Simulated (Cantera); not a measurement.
A closed system holds: 1 mol SiCl₄, 1.9 mol HCl, 0.59 mol H₂, equilibrated at 0.330 bar.

These are equilibrium values from Cantera (NASA tables, ideal gas, pure condensed phases), not measurements of a reactor. Candidate condensed phases: Si; 19 gas species. The tables' values for SiCl₃ are old estimates; treat these amounts as uncertain. The numbers say what is thermodynamically allowed, not how fast it happens.

log p: log10 of the partial pressure in bar; nothing condenses.

```tsv
T (°C)	log p HCl	log p SiCl₄	log p H₂	log p SiHCl₃	log p SiCl₃	log p SiCl₂	log p SiH₂Cl₂
277	-0.75	-1.02	-1.25	-6.65	-12.37	<-12	<-12
377	-0.75	-1.02	-1.25	-5.62	-9.77	<-12	-11.46
477	-0.75	-1.02	-1.25	…	-7.88	…	…
577	-0.75	-1.02	-1.25	-4.31	-6.43	-9.99	-8.66
677	-0.75	-1.02	-1.25	…	-5.30	…	…
777	-0.74	-1.03	-1.26	-3.52	-4.39	-6.49	-6.96
877	-0.74	-1.03	-1.26	-3.24	-3.64	-5.21	-6.35
977	-0.74	-1.03	-1.27	-3.01	-3.02	-4.16	-5.85
```

Some entries are withheld; supply them.


- 477, log p SiHCl₃: -4.88
- 477, log p SiCl₂: -12.46
- 477, log p SiH₂Cl₂: -9.86
- 677, log p SiHCl₃: -3.87
- 677, log p SiCl₂: -8.05
- 677, log p SiH₂Cl₂: -7.71
